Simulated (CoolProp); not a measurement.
Vapour-liquid equilibrium of hydrogen chloride (1) + propane (2) at -1.05 °C; x and y are mole fractions of (1).

Computed with CoolProp (multi-fluid Helmholtz-energy mixture model, Thol 2018 and Lemmon 2009; pair parameters Bell 2016).

Task: Give the bubble pressure and the first vapour's composition at x = 0.275, 0.425, 0.725. Is there an azeotrope?

Result: x = 0.275: 1.345 MPa, y = 0.686; x = 0.425: 1.669 MPa, y = 0.768; x = 0.725: 2.142 MPa, y = 0.873. No azeotrope shows between x = 0.05 and 0.95.

Pair parameters are fitted to limited data, so mixtures are less certain than the pure fluids.
